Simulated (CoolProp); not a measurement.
Hydrogen sulfide along the isotherm 103.65 °C: density (kg/m³) from the reference equation and from simpler models built on Tc = 100.0 °C, pc = 8999 kPa, ω = 0.101; each cubic takes its own stable root.

Model: reference Helmholtz-energy equation of state, Lemmon 2006, in CoolProp. It is a short technical equation, of lower accuracy than the large ones.

```csv
p (kPa),phase,reference
900,gas,10.12
1800,gas,21.01
2700,gas,32.82
3600,gas,45.79
4500,gas,60.26
5400,gas,76.79
6300,gas,96.26
7200,gas,120.4
8100,gas,153.4
9000,supercritical,211.2
9900,supercritical,435.1
10800,supercritical,496.2
11700,supercritical,524.4
12600,supercritical,543.8
13500,supercritical,558.8
```

Q: How far does each simpler model (ideal gas, van der Waals, Redlich-Kwong, Soave-Redlich-Kwong, Peng-Robinson) lie from the reference over these 15 states: mean and median of the absolute difference, and the worst?

A: 
- ideal gas: mean 40.9 %, median 35.0 %, worst -76.3 % at 103.65 °C and 10800 kPa
- van der Waals: mean 10.5 %, median 5.2 %, worst -25.5 % at 103.65 °C and 12600 kPa
- Redlich-Kwong: mean 4.7 %, median 0.9 %, worst -13.7 % at 103.65 °C and 9900 kPa
- Soave-Redlich-Kwong: mean 5.0 %, median 1.1 %, worst -15.0 % at 103.65 °C and 9900 kPa
- Peng-Robinson: mean 2.8 %, median 2.6 %, worst -7.5 % at 103.65 °C and 9900 kPa
